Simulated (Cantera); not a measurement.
A closed system holds: 1 mol KCl, 0.22 mol H2, at 10.0 mbar.

Method: chemical equilibrium by Gibbs-energy minimisation in Cantera with the NASA 1993 tables (ideal gas, pure condensed phases). Candidate condensed phases: K, KCl; 10 gas species. Rates play no part. All values below are at 1473 K.

Base state: KCl 0.793, H2 0.181, K2Cl2 0.0174, K 0.00401, HCl 0.00401, H 5.38e-5 (mole fractions); condensed: gas only.

Problem. What changes in the equilibrium state with this change: H2 from 0.22 to 0.59 mol?

Solution. 
```tsv
species	before	after
KCl	0.793	0.609
H2	0.181	0.372
K2Cl2	0.0174	0.0103
H	5.38e-5	7.72e-5
HCl	0.00401	0.00421
K	0.00401	0.00421
```

Problem. What changes in the equilibrium state with this change: pressure from 10.0 mbar to 5.60 mbar?

Solution. 
```tsv
species	before	after
KCl	0.793	0.801
H2	0.181	0.179
K2Cl2	0.0174	0.00996
H	5.38e-5	7.16e-5
K	0.00401	0.00465
```

Problem. What changes in the equilibrium state with this change: 0.16 mol Cl2 added?

Solution. 
| species | before | after |
|---|---|---|
| KCl | 0.793 | 0.707 |
| HCl | 0.00401 | 0.235 |
| H2 | 0.181 | 0.0441 |
| K2Cl2 | 0.0174 | 0.0138 |
| K | 0.00401 | 3.01e-5 |
| Cl | 9.67e-7 | 0.000115 |
